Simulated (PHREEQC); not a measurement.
A solution holds 17 mmol/kgw Fe2(SO4)3 and 45 mmol/kgw MnCl2, at 20 °C. Closed to the air; pH follows from the charge balance.

Equilibrium calculation in PHREEQC: ion-association model, wateq4f.dat.

| quantity | before | after |
|---|---|---|
| pH | 2.54 | 2.50 |
| ionic strength (mol/kgw) | 0.188 | 0.304 |
| SO4-2 (mol/kgw) | 0.0152 | 0.0157 |
| HSO4- (mol/kgw) | 0.00157 | 0.00154 |

**Question.** Which change was made?
(A) 0.087 mol/kgw Sr(NO3)2 added
(B) MnCl2 left out
(C) MnCl2 from 0.045 to 0.09 mol/kgw
(D) temperature from 20 to 30 °C
(E) Fe2(SO4)3 replaced by (NH4)2SO4 at the same molality

**Answer.** C, MnCl2 from 0.045 to 0.09 mol/kgw

This is a speciation only: nothing precipitates in the calculation. Some of these states are supersaturated (in Hematite (slow to form), Goethite (slow to form), for instance).
